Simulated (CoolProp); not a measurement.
The numbers come from the reference Helmholtz-energy equation of state, Smukala 2000 in CoolProp.

### Question
For ethylene, give the phase and the Z, cp (kJ/(kg K)), speed of sound (m/s), isothermal compressibility (1/MPa) at 172.2 K and 6.11 MPa; 177.5 K and 6.11 MPa.

### Answer
- 172.2 K and 6.11 MPa: liquid; Z 0.210, cp 2.39, speed of sound 1340, isothermal compressibility 0.00171
- 177.5 K and 6.11 MPa: liquid; Z 0.207, cp 2.39, speed of sound 1300, isothermal compressibility 0.00186
